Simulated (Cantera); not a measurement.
**Counterflow diffusion flame**

A counterflow diffusion flame at 100000 Pa, nozzles 20 mm apart: fuel side 42.7 % CH₄, 41.5 % C₂H₆, 15.8 % C₃H₈ at 475 K, oxidiser side 27.0 % O₂, 73.0 % N₂ at 600 K, fuel mass flux 1.3 times the oxidiser's; mixture-averaged transport, no radiation.

Detailed kinetics in Cantera: GRI-Mech 3.0 (53 species, 325 reactions). GRI-Mech 3.0 was tuned for natural gas; its chemistry of propane as a main component is partial and can be far from experiment. GRI-Mech 3.0 has no aromatics or soot, which form on the fuel side of real flames. The maximum strain rate includes the flame's own expansion and is several times the mean.

```json
[
 {"oxidiser flux (kg/m²/s)": "0.25", "max strain (1/s)": "270", "mean strain (1/s)": "45.8", "T max (K)": "2372", "peak x OH": "0.0153", "peak x H": "0.00700", "peak x NO": "0.000631", "peak x CO": "0.101", "peak x C₂H₂": "0.0460"},
 {"oxidiser flux (kg/m²/s)": "0.36", "max strain (1/s)": "377", "mean strain (1/s)": "66.0", "T max (K)": "2343", "peak x OH": "0.0152", "peak x H": "0.00740", "peak x NO": "0.000550", "peak x CO": "0.0989", "peak x C₂H₂": "0.0447"},
 {"oxidiser flux (kg/m²/s)": "0.51", "max strain (1/s)": "520", "mean strain (1/s)": "93.5", "T max (K)": "2320", "peak x OH": "0.0151", "peak x H": "0.00777", "peak x NO": "0.000488", "peak x CO": "0.0971", "peak x C₂H₂": "0.0433"},
 {"oxidiser flux (kg/m²/s)": "0.73", "max strain (1/s)": "724", "mean strain (1/s)": "134", "T max (K)": "2298", "peak x OH": "0.0150", "peak x H": "0.00819", "peak x NO": "0.000434", "peak x CO": "0.0953", "peak x C₂H₂": "0.0418"},
 {"oxidiser flux (kg/m²/s)": "1", "max strain (1/s)": "971", "mean strain (1/s)": "183", "T max (K)": "2281", "peak x OH": "0.0149", "peak x H": "0.00857", "peak x NO": "0.000391", "peak x CO": "0.0940", "peak x C₂H₂": "0.0404"},
 {"oxidiser flux (kg/m²/s)": "1.5", "max strain (1/s)": "1410", "mean strain (1/s)": "275", "T max (K)": "2256", "peak x OH": "0.0146", "peak x H": "0.00901", "peak x NO": "0.000335", "peak x CO": "0.0925", "peak x C₂H₂": "0.0384"},
 {"oxidiser flux (kg/m²/s)": "2.1", "max strain (1/s)": "1930", "mean strain (1/s)": "385", "T max (K)": "2233", "peak x OH": "0.0142", "peak x H": "0.00930", "peak x NO": "0.000287", "peak x CO": "0.0914", "peak x C₂H₂": "0.0363"}
]
```
x: mole fraction; the columns are a selection and need not sum to one.
